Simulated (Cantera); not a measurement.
A closed system holds: 1 mol SiH4, 19 mol H2O, 2.2 mol N2, 1.6 mol CO2, equilibrated at 750 Torr.

Cantera equilibrium calculation (NASA polynomials, part measured and part estimated; ideal gas, pure solids and liquids). Candidate condensed phases: C, C6H6, C7H8, C8H18, H2O, Si, SiC, SiO2, Si2N2O, Si3N4; 151 gas species. The tables hold silica as quartz up to 1696 K and as liquid above; real silica turns to tridymite and cristobalite and melts near 1996 K. Gases not in the tables: Si(OH)4. Rates play no part.

x: gas mole fraction; n: condensed amount in mol.

```json
[
 {"T (°C)": "527", "x H2O": "0.691", "x H2": "0.156", "x N2": "0.0888", "x CO2": "0.0608", "x CO": "0.00325", "x CH4": "0.000561", "x NH3": "5.48e-5", "n SiO2(α-quartz)": "1.00", "n SiO2(β-quartz)": "0"},
 {"T (°C)": "577", "x H2O": "0.690", "x H2": "0.156", "x N2": "0.0887", "x CO2": "0.0600", "x CO": "0.00445", "x CH4": "0.000108", "x NH3": "3.42e-5", "n SiO2(α-quartz)": "0", "n SiO2(β-quartz)": "1.00"},
 {"T (°C)": "627", "x H2O": "0.691", "x H2": "0.155", "x N2": "0.0887", "x CO2": "0.0588", "x CO": "0.00574", "x CH4": "2.36e-5", "x NH3": "2.21e-5", "n SiO2(α-quartz)": "0", "n SiO2(β-quartz)": "1.00"},
 {"T (°C)": "677", "x H2O": "0.693", "x H2": "0.154", "x N2": "0.0887", "x CO2": "0.0574", "x CO": "0.00713", "x CH4": "5.90e-6", "x NH3": "1.49e-5", "n SiO2(α-quartz)": "0", "n SiO2(β-quartz)": "1.00"},
 {"T (°C)": "727", "x H2O": "0.694", "x H2": "0.153", "x N2": "0.0887", "x CO2": "0.0559", "x CO": "0.00857", "x CH4": "1.66e-6", "x NH3": "1.03e-5", "n SiO2(α-quartz)": "0", "n SiO2(β-quartz)": "1.00"},
 {"T (°C)": "777", "x H2O": "0.696", "x H2": "0.151", "x N2": "0.0887", "x CO2": "0.0545", "x CO": "[?]", "x CH4": "[?]", "x NH3": "[?]", "n SiO2(α-quartz)": "0", "n SiO2(β-quartz)": "1.00"},
 {"T (°C)": "827", "x H2O": "0.697", "x H2": "0.150", "x N2": "0.0887", "x CO2": "0.0530", "x CO": "0.0115", "x CH4": "1.78e-7", "x NH3": "5.48e-6", "n SiO2(α-quartz)": "0", "n SiO2(β-quartz)": "1.00"},
 {"T (°C)": "877", "x H2O": "0.698", "x H2": "0.148", "x N2": "0.0887", "x CO2": "0.0515", "x CO": "[?]", "x CH4": "[?]", "x NH3": "[?]", "n SiO2(α-quartz)": "0", "n SiO2(β-quartz)": "1.00"},
 {"T (°C)": "927", "x H2O": "0.700", "x H2": "0.147", "x N2": "0.0887", "x CO2": "0.0501", "x CO": "0.0144", "x CH4": "2.68e-8", "x NH3": "3.20e-6", "n SiO2(α-quartz)": "0", "n SiO2(β-quartz)": "1.00"},
 {"T (°C)": "977", "x H2O": "0.701", "x H2": "0.145", "x N2": "0.0887", "x CO2": "0.0487", "x CO": "0.0158", "x CH4": "1.15e-8", "x NH3": "2.52e-6", "n SiO2(α-quartz)": "0", "n SiO2(β-quartz)": "1.00"}
]
```

Question: What belongs in the gaps?

Answer: 
- 877, x CO: 0.0130
- 877, x CH4: 6.66e-8
- 877, x NH3: 4.15e-6
- 777, x CO: 0.0101
- 777, x CH4: 5.19e-7
- 777, x NH3: 7.43e-6
